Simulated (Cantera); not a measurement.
## Low-pressure radical oxidation in H2/O2

An isothermal, constant-pressure homogeneous reactor starts with 5.54 % H₂, 32.6 % O₂, 61.9 % N₂, equivalence ratio 0.085, at 925 K and 29.3 Torr.

Computed with Cantera and the H2/O2 subset of GRI-Mech 3.0, which has no nitrogen chemistry. Radical loss at walls, strong at low pressure, is not modelled. Below about 950 K walls govern HO2 and H2O2 in real vessels. The temperature is held fixed by assumption; the heat of reaction is taken as removed at once.

```json
[
 {"t (s)": "4.00e-5", "x H₂": "0.0554", "x O₂": "0.326", "x OH": "<1e-12", "x HO₂": "2.24e-12", "x H₂O": "<1e-12", "x H₂O₂": "<1e-12", "x H": "2.09e-12"},
 {"t (s)": "0.000107", "x H₂": "0.0554", "x O₂": "0.326", "x OH": "<1e-12", "x HO₂": "6.08e-12", "x H₂O": "<1e-12", "x H₂O₂": "<1e-12", "x H": "5.48e-12"},
 {"t (s)": "0.000286", "x H₂": "0.0554", "x O₂": "0.326", "x OH": "2.87e-12", "x HO₂": "1.69e-11", "x H₂O": "9.11e-12", "x H₂O₂": "<1e-12", "x H": "1.71e-11"},
 {"t (s)": "0.000765", "x H₂": "0.0554", "x O₂": "0.326", "x OH": "2.22e-11", "x HO₂": "5.46e-11", "x H₂O": "1.46e-10", "x H₂O₂": "<1e-12", "x H": "1.12e-10"},
 {"t (s)": "0.00205", "x H₂": "0.0554", "x O₂": "0.326", "x OH": "1.71e-9", "x HO₂": "1.21e-9", "x H₂O": "1.44e-8", "x H₂O₂": "<1e-12", "x H": "8.38e-9"},
 {"t (s)": "0.00547", "x H₂": "0.0537", "x O₂": "0.325", "x OH": "0.000142", "x HO₂": "8.51e-6", "x H₂O": "0.00127", "x H₂O₂": "3.14e-8", "x H": "0.000696"},
 {"t (s)": "0.0146", "x H₂": "0.00118", "x O₂": "0.306", "x OH": "0.000392", "x HO₂": "9.62e-6", "x H₂O": "0.0552", "x H₂O₂": "4.23e-7", "x H": "0.000567"},
 {"t (s)": "0.0391", "x H₂": "0.000199", "x O₂": "0.307", "x OH": "6.92e-5", "x HO₂": "3.37e-6", "x H₂O": "0.0567", "x H₂O₂": "2.07e-7", "x H": "1.07e-5"},
 {"t (s)": "0.105", "x H₂": "4.85e-5", "x O₂": "0.307", "x OH": "2.72e-5", "x HO₂": "1.15e-6", "x H₂O": "0.0569", "x H₂O₂": "1.11e-7", "x H": "8.29e-7"},
 {"t (s)": "0.280", "x H₂": "9.81e-6", "x O₂": "0.307", "x OH": "1.26e-5", "x HO₂": "3.20e-7", "x H₂O": "0.0569", "x H₂O₂": "5.24e-8", "x H": "7.62e-8"},
 {"t (s)": "0.748", "x H₂": "1.42e-6", "x O₂": "0.307", "x OH": "5.84e-6", "x HO₂": "6.93e-8", "x H₂O": "0.0569", "x H₂O₂": "2.19e-8", "x H": "6.39e-9"},
 {"t (s)": "2.00", "x H₂": "1.43e-7", "x O₂": "0.307", "x OH": "2.73e-6", "x HO₂": "1.44e-8", "x H₂O": "0.0569", "x H₂O₂": "8.26e-9", "x H": "5.71e-10"}
]
```
x: mole fraction; the columns are a selection and need not sum to one.

Equilibrium at this temperature and pressure: H₂ 4.10e-12, O₂ 0.307, OH 4.42e-8, HO₂ 1.13e-10, H₂O 0.0570, H₂O₂ 6.22e-12, H <1e-12 (gas phase only).
